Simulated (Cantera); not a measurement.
What does this Cantera script print?

```python
import numpy as np
import cantera as ct

gas_names = [...]  # 92 gases of nasa_gas.yaml made of C, H, N
cond_names = """
    C(gr) C6H6(L) C7H8(L) C8H18(L),n-octa
""".split()


# ... load() reads the species with a 1 bar reference pressure and builds the phases ...
atoms = {
    'C2H6': {'C': 2, 'H': 6},
    'H2': {'H': 2},
    'N2': {'N': 2},
}
top_T = {'C(gr)': 4500}  # K; cautious upper limits of use, not melting points


# ... equilibrate(T, P, feed) seeds the gas with the atoms and calls Mixture.equilibrate('TP', solver="vcs", rtol=1e-11, max_steps=5000) ...
results = []
feed = {'C2H6': 1, 'H2': 1.4, 'N2': 26}  # mol
P = 2400000  # Pa
for T in [1798, 1873, 1948, 2023, 2098, 2173, 2248, 2323, 2398, 2473]:
    mix = equilibrate(T, P, feed)
    results.append((T, P, feed, dict(zip(mix.species_names, mix.species_moles))))

top = {s: max(r[3][s] / sum(r[3][g] for g in gas_names) for r in results) for s in gas_names}
cols = sorted((s for s in top if top[s] > 1e-06), key=lambda s: -top[s])[:9]
seen = [c for c in cond_names if any(r[3].get(c, 0) > 1e-12 for r in results)]
print("log10 of partial pressures in bar; condensed amounts in mol")
print(f"{'T/K':>10s}" + "".join(f"{s[:9]:>10s}" for s in cols + seen))
for T, P, feed, n in results:
    ng = sum(n[g] for g in gas_names)
    print(f"{T:10.4g}" + "".join(f"{np.log10(max(n[s] / ng * P / 1e5, 1e-99)):10.3f}" for s in cols)
          + "".join(f"{n.get(c, 0):10.4g}" for c in seen))
```

Result:

```
log10 of partial pressures in bar; condensed amounts in mol
       T/K        N2        H2       HCN       HNC         H C2H2,acet       CH4      C2N2       NH3     C(gr)
      1798     1.312     0.535    -1.293    -2.715    -3.186    -3.228    -2.041    -5.345    -3.074      1.92
      1873     1.312     0.534    -1.141    -2.493    -2.923    -2.972    -2.147    -4.981    -3.141     1.892
      1948     1.311     0.532    -1.001    -2.288    -2.681    -2.736    -2.246    -4.646    -3.204     1.855
      2023     1.311     0.530    -0.872    -2.100    -2.456    -2.519    -2.339    -4.336    -3.263     1.806
      2098     1.310     0.527    -0.753    -1.925    -2.248    -2.319    -2.426    -4.049    -3.319     1.744
      2173     1.310     0.523    -0.643    -1.763    -2.055    -2.134    -2.509    -3.781    -3.373     1.667
      2248     1.309     0.518    -0.542    -1.613    -1.875    -1.962    -2.589    -3.531    -3.425     1.573
      2323     1.308     0.511    -0.447    -1.474    -1.707    -1.804    -2.666    -3.298    -3.476      1.46
      2398     1.307     0.504    -0.360    -1.345    -1.551    -1.657    -2.741    -3.080    -3.526     1.328
      2473     1.306     0.495    -0.279    -1.224    -1.404    -1.521    -2.815    -2.875    -3.576     1.174
```

These are equilibrium values from Cantera (NASA tables, ideal gas, pure condensed phases), not measurements of a reactor.
